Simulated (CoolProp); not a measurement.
Values from CoolProp's reference Helmholtz-energy equation of state, de Reuck 1993.

**Question.** For methanol, give the phase and the Prandtl number at 258.35 °C and 0.41 bar; 344.95 °C and 252 bar.

**Answer.** 
- 258.35 °C and 0.41 bar: gas; Prandtl number 0.800
- 344.95 °C and 252 bar: supercritical; Prandtl number 1.69

Viscosity comes from a separate model (Xiang 2006). Thermal conductivity comes from a separate model (Sykioti 2013).
